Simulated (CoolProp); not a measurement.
Vapour-liquid equilibrium of propane (1) + cyclopropane (2) at 312.5 K; x and y are mole fractions of (1).

The numbers come from the multi-fluid Helmholtz-energy mixture model, Lemmon 2009 and Polt 1992; pair parameters Bell 2016 in CoolProp. This equation is an older, rougher fit; its heat capacities, sound speeds and derivatives of the liquid may be far off and weren't checked against measurements.

| x | bubble pressure (MPa) | y at the bubble point | dew pressure at overall composition x (MPa) | liquid density (mol/L) |
|---|---|---|---|---|
| 0.05 | 1.076 | 0.070 | 1.068 | 13.94 |
| 0.125 | 1.116 | 0.166 | 1.099 | 13.61 |
| 0.2 | 1.153 | 0.254 | 1.130 | 13.29 |
| 0.275 | 1.187 | 0.336 | 1.162 | 12.98 |
| 0.35 | 1.218 | 0.411 | 1.193 | 12.69 |
| 0.425 | 1.246 | 0.483 | 1.223 | 12.41 |
| 0.5 | 1.270 | 0.551 | 1.252 | 12.13 |
| 0.575 | 1.292 | 0.617 | 1.279 | 11.87 |
| 0.65 | 1.311 | 0.682 | 1.302 | 11.63 |
| 0.725 | 1.326 | 0.747 | 1.321 | 11.39 |
| 0.8 | 1.337 | 0.813 | 1.336 | 11.17 |
| 0.875 | 1.345 | 0.880 | 1.345 | 10.95 |
| 0.95 | 1.349 | 0.951 | 1.349 | 10.75 |

No azeotrope shows between x = 0.05 and 0.95.

The pair parameters rest on a limited set of measurements; away from them the model extrapolates.
